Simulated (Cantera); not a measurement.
Feed: 1 mol Fe(CO)₅, a varied amount of H₂, equilibrated at 873 K and 25.0 mbar.

Method: chemical equilibrium by Gibbs-energy minimisation in Cantera with the NASA 1993 tables (ideal gas, pure condensed phases). Candidate condensed phases: C, C₆H₆, C₇H₈, C₈H₁₈, Fe, Fe(CO)₅, FeO, Fe(OH)₂, Fe(OH)₃, Fe₂O₃, Fe₃O₄, H₂O; 114 gas species. Condensed phases not in the tables: cementite and carbon dissolved in iron. Equilibrium is a limit: real reactors are often held back by kinetics, nucleation or transport.

x: gas mole fraction; n: condensed amount in mol.

| n(H₂) (mol) | x CO | x H₂ | x CO₂ | x H₂O | n C(graphite) | n Fe(α) |
|---|---|---|---|---|---|---|
| 0.08 | 0.800 | 0.0172 | 0.182 | 0.00146 | 0.786 | 1.00 |
| 0.11 | 0.795 | … | 0.179 | … | 0.785 | 1.00 |
| 0.16 | 0.787 | … | 0.176 | … | 0.783 | 1.00 |
| 0.23 | 0.777 | 0.0477 | 0.171 | 0.00394 | 0.780 | 1.00 |
| 0.33 | 0.763 | 0.0669 | 0.165 | 0.00543 | 0.776 | 1.00 |
| 0.48 | 0.742 | 0.0943 | 0.156 | 0.00744 | 0.770 | 1.00 |
| 0.68 | 0.716 | 0.128 | 0.146 | 0.00977 | 0.763 | 1.00 |
| 0.98 | 0.681 | 0.174 | 0.132 | 0.0126 | 0.752 | 1.00 |
| 1.4 | 0.638 | 0.231 | 0.115 | 0.0156 | 0.738 | 1.00 |
| 2 | 0.585 | 0.298 | 0.0971 | 0.0186 | 0.719 | 1.00 |
| 2.9 | 0.521 | 0.379 | 0.0770 | 0.0210 | 0.693 | 1.00 |
| 4.1 | 0.455 | 0.461 | 0.0588 | 0.0223 | 0.662 | 1.00 |

Fill in the missing entries.


- 0.11, x H₂: 0.0234
- 0.11, x H₂O: 0.00198
- 0.16, x H₂: 0.0337
- 0.16, x H₂O: 0.00282
